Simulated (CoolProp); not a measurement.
The numbers come from the reference Helmholtz-energy equation of state, Akasaka 2015 in CoolProp.

Problem. For R245fa, give the phase and the Z, cv (kJ/(kg K)), speed of sound (m/s), isothermal compressibility (1/MPa) at 293.8 K and 1650 kPa; 366.5 K and 427 kPa.

Solution. 
- 293.8 K and 1650 kPa: liquid; Z 0.0668, cv 0.919, speed of sound 698, isothermal compressibility 0.00215
- 366.5 K and 427 kPa: gas; Z 0.927, cv 0.944, speed of sound 146, isothermal compressibility 2.54
